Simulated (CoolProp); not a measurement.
R143a along the isotherm 500 K: density (kg/m³) from the reference equation and from simpler models built on Tc = 345.9 K, pc = 3.762 MPa, ω = 0.261; each cubic takes its own stable root.

Values from CoolProp's reference Helmholtz-energy equation of state, Lemmon and Jacobsen 2000.

```json
[
 {"p (MPa)": "0.672", "phase": "gas", "reference": "13.81"},
 {"p (MPa)": "1.34", "phase": "gas", "reference": "28.02"},
 {"p (MPa)": "2.02", "phase": "gas", "reference": "42.97"},
 {"p (MPa)": "2.69", "phase": "gas", "reference": "58.21"},
 {"p (MPa)": "3.36", "phase": "gas", "reference": "73.95"},
 {"p (MPa)": "4.03", "phase": "supercritical", "reference": "90.21"},
 {"p (MPa)": "4.7", "phase": "supercritical", "reference": "107.0"},
 {"p (MPa)": "5.37", "phase": "supercritical", "reference": "124.2"},
 {"p (MPa)": "6.05", "phase": "supercritical", "reference": "142.2"},
 {"p (MPa)": "6.72", "phase": "supercritical", "reference": "160.3"},
 {"p (MPa)": "7.39", "phase": "supercritical", "reference": "178.8"},
 {"p (MPa)": "8.06", "phase": "supercritical", "reference": "197.6"},
 {"p (MPa)": "8.73", "phase": "supercritical", "reference": "216.7"},
 {"p (MPa)": "9.4", "phase": "supercritical", "reference": "235.9"}
]
```

### Question
How far does each simpler model (ideal gas, van der Waals, Redlich-Kwong, Soave-Redlich-Kwong, Peng-Robinson) lie from the reference over these 14 states: mean and median of the absolute difference, and the worst?

### Answer
- ideal gas: mean 11.4 %, median 11.9 %, worst -19.5 % at 500 K and 9.4 MPa
- van der Waals: mean 5.4 %, median 5.2 %, worst +10.4 % at 500 K and 9.4 MPa
- Redlich-Kwong: mean 2.1 %, median 2.3 %, worst +3.3 % at 500 K and 8.73 MPa
- Soave-Redlich-Kwong: mean 3.4 %, median 3.2 %, worst -7.3 % at 500 K and 9.4 MPa
- Peng-Robinson: mean 0.9 %, median 0.3 %, worst -2.9 % at 500 K and 9.4 MPa
